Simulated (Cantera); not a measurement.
A closed system holds: 1 mol SiCl4, 7.3 mol N2, at 1.00 bar.

Equilibrium computed with Cantera from the NASA thermochemical tables; the gas is ideal and each condensed phase is pure. Candidate condensed phases: Si, Si3N4; 13 gas species. Equilibrium is a limit: real reactors are often held back by kinetics, nucleation or transport. All values below are at 1173 K.

Base state: N2 0.880, SiCl4 0.120 (mole fractions); condensed: gas only.

Question: What changes in the equilibrium state with this change: SiCl4 replaced by trisilylamine?

Answer: 
| species | before | after |
|---|---|---|
| N2 | 0.880 | 0.563 |
| H2 | 0 | 0.437 |
| NH3 | 0 | 4.71e-5 |
| SiCl4 | 0.120 | 0 |
| Si3N4(s), mol | 0 | 1.00 |
The feed counts by its element totals alone.
